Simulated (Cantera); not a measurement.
Mixture: CH4 : CO : O2 : N2 = 1 : 1.4 : 2.73 : 10.3 (molar parts), equivalence ratio 0.99, at 28.0 bar, adiabatic and at constant volume. Ignition delay is the time to a rise of 400 K.

Computed with Cantera and GRI-Mech 3.0 (53 species, 325 reactions). The pressure lies above the range GRI-Mech 3.0 was tuned for (to about 10 atm).

Question: What does this change do: N2 10.3 to 22 parts?

Answer: 
```tsv
quantity	before	after
delay at 1100 K	15.2 ms	30.0 ms
delay at 1200 K	3.12 ms	6.20 ms
delay at 1300 K	0.792 ms	1.58 ms
delay at 1400 K	0.239 ms	0.475 ms
delay at 1500 K	83.2 µs	0.163 ms
apparent activation energy between 1450 and 1550 K	190 kJ/mol	190 kJ/mol
```

Question: What does this change do: constant pressure in place of constant volume?

Answer: 
```
quantity                                                before       after
--------------------------------------------------  ----------  ----------
delay at 1100 K                                        15.2 ms     16.5 ms
delay at 1200 K                                        3.12 ms     3.40 ms
delay at 1300 K                                       0.792 ms    0.864 ms
delay at 1400 K                                       0.239 ms    0.261 ms
delay at 1500 K                                        83.2 µs     90.8 µs
apparent activation energy between 1450 and 1550 K  190 kJ/mol  190 kJ/mol
```

Question: What does this change do: pressure from 28.0 bar to 0.980 bar?

Answer: 
```json
[
 {"quantity": "delay at 1100 K", "before": "15.2 ms", "after": "0.302 s"},
 {"quantity": "delay at 1200 K", "before": "3.12 ms", "after": "55.8 ms"},
 {"quantity": "delay at 1300 K", "before": "0.792 ms", "after": "12.4 ms"},
 {"quantity": "delay at 1400 K", "before": "0.239 ms", "after": "3.29 ms"},
 {"quantity": "delay at 1500 K", "before": "83.2 µs", "after": "1.08 ms"},
 {"quantity": "apparent activation energy between 1450 and 1550 K", "before": "190 kJ/mol", "after": "190 kJ/mol"}
]
```
